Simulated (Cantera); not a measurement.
Feed: 1 mol Si₃N₄, 17 mol F₂, 0.56 mol N₂, 43 mol Cl₂, equilibrated at 950 K and 14.0 mbar.

These are equilibrium values from Cantera (NASA tables, ideal gas, pure condensed phases), not measurements of a reactor. Kinetics and transport are ignored.

| species | before | after |
|---|---|---|
| Cl₂ | 0.536 | 0.871 |
| N₂ | 0.0430 | 0.0587 |
| SiCl₄ | <1e-9 | 0.0574 |
| ClF | 0.369 | <1e-9 |
| SiF₄ | 0.0503 | 0.0115 |
| F | 0.000238 | <1e-9 |
| Cl | 0.00110 | 0.00140 |
Gas species are given as mole fractions.

Task: Which change was made?
(A) temperature from 950 K to 1850 K
(B) F₂ from 17 to 1 mol
(C) pressure from 14.0 mbar to 2.60 mbar
(D) temperature from 950 K to 873 K

Result: B, F₂ from 17 to 1 mol
